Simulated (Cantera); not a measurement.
Mixture: CH4 : O2 : N2 = 1 : 3.92 : 14.7 (molar parts), equivalence ratio 0.51, at 1.00 bar, adiabatic and at constant volume. Ignition delay is the time to a rise of 400 K.

Computed with Cantera and GRI-Mech 3.0 (53 species, 325 reactions).

Problem. Predict: delay at 1100 K; delay at 1200 K; delay at 1300 K; delay at 1400 K; delay at 1500 K; delay at 1600 K; delay at 1700 K; apparent activation energy between 1500 and 1700 K.

Solution. 
```
Quantity                                                Result
--------------------------------------------------  ----------
delay at 1100 K                                        0.142 s
delay at 1200 K                                        31.1 ms
delay at 1300 K                                        8.04 ms
delay at 1400 K                                        2.46 ms
delay at 1500 K                                       0.900 ms
delay at 1600 K                                       0.389 ms
delay at 1700 K                                       0.192 ms
apparent activation energy between 1500 and 1700 K  160 kJ/mol
```
